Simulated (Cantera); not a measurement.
Cantera run, input and output.

```python
import numpy as np
import cantera as ct

gas = ct.Solution("gri30.yaml")
gas.TPX = 400, 44000, {'C3H8': 1, 'O2': 4.17, 'N2': 16.7}
flame = ct.FreeFlame(gas, width=0.071)
flame.set_refine_criteria(ratio=3, slope=0.08, curve=0.16)
flame.transport_model = "mixture-averaged"
flame.solve(loglevel=0, auto=True)
z, T = flame.grid, flame.T
thick = (T[-1] - T[0]) / np.gradient(T, z).max()
show = ['C3H8', 'O2', 'H2', 'CH2CO', 'NO2', 'NO']
print(f"laminar burning velocity  {flame.velocity[0] * 100:.3f} cm/s")
print(f"burnt temperature         {T[-1]:.1f} K")
print(f"thermal thickness         {thick * 1e3:.4f} mm")
print(f"grid points               {len(z)}")
z0 = z[flame.heat_release_rate.argmax()]
print(f"{'z/mm':>9s}{'T/K':>9s}{'u/(m/s)':>9s}" + "".join(f"{s:>11s}" for s in show))
rows = []
for k in (-3, -2, -1.5, -1, -0.5, -0.25, 0, 0.25, 0.5, 1, 2, 4, 8):
    zz = z0 + k * thick
    rows.append([k * thick, np.interp(zz, z, T), np.interp(zz, z, flame.velocity),
                 *(np.interp(zz, z, flame.X[gas.species_index(s)]) for s in show)])
    print(f"{rows[-1][0] * 1e3:9.3f}{rows[-1][1]:9.1f}{rows[-1][2]:9.3f}" + "".join(f"{x:11.3e}" for x in rows[-1][3:]))
```

Output:

```
laminar burning velocity  81.582 cm/s
burnt temperature         2187.7 K
thermal thickness         0.6422 mm
grid points               148
     z/mm      T/K  u/(m/s)       C3H8         O2         H2      CH2CO        NO2         NO
   -1.927    400.1    0.817  4.568e-02  1.905e-01  1.131e-03  1.531e-09  3.884e-11  1.548e-10
   -1.284    401.0    0.821  4.558e-02  1.899e-01  3.603e-03  4.018e-08  7.034e-10  2.274e-09
   -0.963    406.2    0.834  4.543e-02  1.889e-01  7.054e-03  4.766e-07  5.544e-09  1.555e-08
   -0.642    457.1    0.948  4.474e-02  1.835e-01  1.454e-02  1.050e-05  5.344e-08  1.741e-07
   -0.321    860.5    1.847  3.312e-02  1.457e-01  2.729e-02  2.990e-04  7.159e-08  2.271e-06
   -0.161   1282.8    2.853  1.167e-02  1.014e-01  3.339e-02  1.028e-03  2.805e-08  5.432e-06
    0.000   1666.0    3.795  4.371e-04  5.490e-02  3.411e-02  1.070e-03  6.874e-09  1.115e-05
    0.161   1845.9    4.221  8.132e-07  2.708e-02  2.900e-02  2.309e-04  1.197e-09  1.965e-05
    0.321   1896.3    4.326  2.442e-10  1.524e-02  2.509e-02  1.869e-05  8.755e-10  2.685e-05
    0.642   1926.2    4.370  4.430e-17  8.725e-03  2.394e-02  5.747e-08  9.254e-10  3.330e-05
    1.284   1956.5    4.419  1.225e-24  6.658e-03  2.469e-02  1.048e-11  9.437e-10  3.720e-05
    2.569   1994.8    4.492  1.971e-31  5.529e-03  2.441e-02  9.177e-16  1.027e-09  4.133e-05
    5.138   2044.4    4.589  4.952e-42  4.219e-03  2.349e-02  6.977e-18  1.193e-09  4.779e-05
```

Model: GRI-Mech 3.0 (53 species, 325 reactions), integrated in Cantera. GRI-Mech 3.0 was tuned for natural gas; its chemistry of propane as a main component is partial and can be far from experiment. Burning velocities carry a grid error of a few per cent, more on coarse grids.
